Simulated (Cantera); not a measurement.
Input (Python, Cantera):

```python
import numpy as np
import cantera as ct

gas = ct.Solution("gri30.yaml")
gas.TPX = 1475, 28000, {'CH4': 1, 'N2': 4.6}
reactor = ct.IdealGasConstPressureReactor(gas, energy="off", clone=False)
net = ct.ReactorNet([reactor])
net.rtol, net.atol = 1e-08, 1e-18
show = ['CH4', 'CH2', 'H', 'CH3', 'C2H4']
times = np.geomspace(0.0008, 10, 14)

steps = ct.SolutionArray(gas, extra=["t"])
rows = []
print(f"{'t/s':>10s}{'T/K':>9s}{'P/Pa':>11s}" + "".join(f"{s:>11s}" for s in show))
for t in times:
    while net.time < t:
        t_next = net.step()
        steps.append(gas.state, t=t_next)
    rows.append([np.interp(t, steps.t, y) for y in (steps.T, steps.P, *steps(*show).X.T)])
    print(f"{t:10.3e}{rows[-1][0]:9.1f}{rows[-1][1]:11.4g}" + "".join(f"{x:11.3e}" for x in rows[-1][2:]))
rate = np.gradient(steps.T, steps.t)
print("integrator steps:", len(steps.t))
if steps.T.max() > steps.T[0] + 200:
    print(f"time of steepest temperature rise: {steps.t[rate.argmax()]:.4e} s")
gas.TPX = 1475, 28000, {'CH4': 1, 'N2': 4.6}
gas.equilibrate("TP")
print(f"equilibrium (TP): T = {gas.T:.1f} K  " + "  ".join(f"{s} {gas[s].X[0]:.3e}" for s in show))
```

It prints:

```
       t/s      T/K       P/Pa        CH4        CH2          H        CH3       C2H4
 8.000e-04   1475.0    2.8e+04  1.786e-01  7.124e-11  1.323e-08  1.776e-05  7.280e-08
 1.653e-03   1475.0    2.8e+04  1.785e-01  2.588e-10  1.500e-08  3.407e-05  5.930e-07
 3.415e-03   1475.0    2.8e+04  1.785e-01  7.061e-10  1.953e-08  5.653e-05  3.975e-06
 7.056e-03   1475.0    2.8e+04  1.784e-01  1.388e-09  2.791e-08  7.956e-05  1.983e-05
 1.458e-02   1475.0    2.8e+04  1.781e-01  2.567e-09  4.741e-08  1.086e-04  8.351e-05
 3.012e-02   1475.0    2.8e+04  1.772e-01  4.564e-09  1.021e-07  1.452e-04  3.268e-04
 6.223e-02   1475.0    2.8e+04  1.748e-01  6.678e-09  2.565e-07  1.750e-04  1.057e-03
 1.286e-01   1475.0    2.8e+04  1.690e-01  6.792e-09  5.969e-07  1.735e-04  2.165e-03
 2.656e-01   1475.0    2.8e+04  1.588e-01  5.364e-09  1.144e-06  1.489e-04  2.329e-03
 5.488e-01   1475.0    2.8e+04  1.430e-01  4.044e-09  1.914e-06  1.223e-04  1.599e-03
 1.134e+00   1475.0    2.8e+04  1.204e-01  3.010e-09  2.943e-06  9.660e-05  1.071e-03
 2.343e+00   1475.0    2.8e+04  9.136e-02  2.189e-09  4.308e-06  7.157e-05  8.706e-04
 4.840e+00   1475.0    2.8e+04  5.945e-02  1.528e-09  6.069e-06  4.811e-05  9.590e-04
 1.000e+01   1475.0    2.8e+04  3.202e-02  9.926e-10  8.164e-06  2.839e-05  1.215e-03
integrator steps: 1217
equilibrium (TP): T = 1475.0 K  CH4 6.012e-03  CH2 2.707e-10  H 1.155e-05  CH3 6.398e-06  C2H4 7.888e-04
```

Computed with Cantera and GRI-Mech 3.0 (53 species, 325 reactions). GRI-Mech 3.0 stops at C3 and has no aromatics, soot or wall deposition, so with more carbon than oxygen in the feed, carbon stays in small species such as C2H2 where larger ones or solid carbon would form.
